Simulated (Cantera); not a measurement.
Input: 1 mol Si, 1 mol Cl₂, 17 mol H₂, equilibrated at 38000 Pa.

These are equilibrium values from Cantera (NASA tables, ideal gas, pure condensed phases), not measurements of a reactor. Candidate condensed phases: Si; 19 gas species. Kinetics and transport are ignored.

Over these rows the condensed part is Si(s). Partial pressures as log10 of bar:

```tsv
T (K)	1000/T (1/K)	log p SiCl₂	log p H₂	log p SiCl₄	log p SiHCl₃
848	1.1792	-5.67	-0.44	-2.17	-2.30
873	1.1455	-5.39	-0.44	-2.17	-2.31
898	1.1136	-5.13	-0.44	-2.17	-2.32
923	1.0834	?	-0.44	-2.18	-2.32
948	1.0549	-4.65	-0.44	-2.18	-2.33
973	1.0277	-4.43	-0.44	-2.19	-2.34
```

Q: Fit log p(SiCl₂) = a + b·(1000/T) to the five rows, give the apparent enthalpy, and predict the row at 923 K.

A: Means: 1000/T = 1.1042, log p = -5.054. Sxy = -0.128444, Sxx = 0.0157018, so b = -8.18 and a = -5.054 − (-8.18)×1.1042 = 3.98.
Apparent enthalpy: −19.145 × (-8.18) = 157 kJ/mol. With the condensed phases at unit activity, 1/2 Si(s) + 1/2 SiCl₄(g) = SiCl₂(g) links this pressure to the main gases: over the six rows their terms move log p by -0.01 in all, so the slope is close to that reaction's ΔH°. The five rows lie within 0.01 of the line.
Prediction at 923 K: 3.98 + (-8.18)×1.0834 = -4.88. The computed value is -4.88, 0.00 from the line.
